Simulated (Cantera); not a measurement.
An isothermal, constant-pressure homogeneous reactor starts with CH4 : H2O = 1 : 0.55 (molar parts), at 2175 K and 0.790 bar.

Computed with Cantera and GRI-Mech 3.0 (53 species, 325 reactions). GRI-Mech 3.0 stops at C3 and has no aromatics, soot or wall deposition, so with more carbon than oxygen in the feed, carbon stays in small species such as C2H2 where larger ones or solid carbon would form.

One state of this run: x CH4 = 0.000797; x H2O = 9.68e-7; x C2H = 1.48e-5; x CO = 0.177; x H2O2 = <1e-12. x: mole fraction; the columns are a selection and need not sum to one.

Problem. Which value of t (s) does it belong to?
(A) 0.000423
(B) 9.20e-5
(C) 4.00
(D) 0.00194

Solution. C, 4.00
